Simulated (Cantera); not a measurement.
Input: 1 mol CH₃OH, 0.034 mol CO₂, held at 700 K.

Equilibrium computed with Cantera from the NASA thermochemical tables; the gas is ideal and each condensed phase is pure. Candidate condensed phases: C, C₆H₆, C₇H₈, C₈H₁₈, H₂O; 110 gas species. The ideal-gas law is rough above about 30 bar. Equilibrium is a limit: real reactors are often held back by kinetics, nucleation or transport.

x: gas mole fraction; n: condensed amount in mol.

```
P (Pa)      x H₂    x H₂O     x CH₄      x CO   x CO₂      x C₂H₆  n C(graphite)
--------  ------  -------  --------  --------  ------  ----------  -------------
10         0.670  0.00826  0.000382     0.288  0.0334      <1e-12         0.0875
100        0.694   0.0465   0.00410     0.156  0.0986  (withheld)          0.342
1000       0.634    0.151    0.0342    0.0556   0.125  (withheld)          0.532
10000      0.419    0.301     0.150    0.0168   0.113  (withheld)          0.485
100000     0.185    0.410     0.292   0.00516   0.107  (withheld)          0.348
1000000   0.0658    0.458     0.368   0.00163   0.107  (withheld)          0.278
10000000  0.0216    0.475     0.396  0.000514   0.106  (withheld)          0.253
```

Problem. Some entries are withheld; supply them.

Solution. 
- 100, x C₂H₆: 1.05e-10
- 1000, x C₂H₆: 8.03e-9
- 10000, x C₂H₆: 2.32e-7
- 100000, x C₂H₆: 2.00e-6
- 1000000, x C₂H₆: 8.95e-6
- 10000000, x C₂H₆: 3.16e-5
